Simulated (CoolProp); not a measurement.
Fluorine along the isobar 1.18 MPa: density (kg/m³) from the reference equation and from simpler models built on Tc = 144.4 K, pc = 5.240 MPa, ω = 0.045; each cubic takes its own stable root.

Computed with CoolProp (reference Helmholtz-energy equation of state, de Reuck 1990).

```
T (K)   phase  reference
-----  ------  ---------
90.3   liquid       1467
95.4   liquid       1429
100.6  liquid       1388
105.7  liquid       1346
110.9  liquid       1299
116.1     gas      55.90
121.2     gas      52.00
126.4     gas      48.72
131.5     gas      45.99
136.7     gas      43.58
141.9     gas      41.47
147       gas      39.63
152.2     gas      37.94
157.3     gas      36.44
```

### Question
How far does each simpler model (van der Waals, Soave-Redlich-Kwong, Peng-Robinson) lie from the reference over these 14 states: mean and median of the absolute difference, and the worst?

### Answer
- van der Waals: mean 21.6 %, median 3.1 %, worst -95.6 % at 110.9 K and 1.18 MPa
- Soave-Redlich-Kwong: mean 0.5 %, median 0.2 %, worst -2.5 % at 110.9 K and 1.18 MPa
- Peng-Robinson: mean 4.9 %, median 1.1 %, worst +13.1 % at 90.3 K and 1.18 MPa

At some of these states van der Waals gives the other phase, because its saturation line lies elsewhere.
